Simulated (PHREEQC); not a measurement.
A solution holds 0.001 mol MgCl2 and 0.023 mol CO2 per kg of water, at 80 °C and 100 atm. Closed to the air; pH follows from the charge balance.

Model: ion-association model, phreeqc.dat, run in PHREEQC.

```tsv
quantity	before	after
pH	3.96	7.92
ionic strength (mol/kgw)	0.00311	0.0255
HCO3- (mol/kgw)	0.000114	0.0220
(CO2)2 (mol/kgw)	3.61e-5	1.34e-8
MgHCO3+ (mol/kgw)	1.65e-6	0.000162
MgOH+ (mol/kgw)	1.78e-9	8.90e-6
```

**Question.** Which change was made?
A) MgCl2 from 0.001 to 0.002 mol/kgw
B) temperature from 80 to 30 °C
C) CO2 replaced by (NH4)2CO3 at the same molality
D) diluted 2-fold with water
E) MgCl2 from 0.001 to 0.005 mol/kgw

**Answer.** C, CO2 replaced by (NH4)2CO3 at the same molality

Precipitation was switched off in this run. Under pressure, the constants of complexes without a molar volume in the database are unreliable. Carbamate, which ammonia and carbonate form, is missing from the database. Constants without temperature data keep their 25 °C values here.
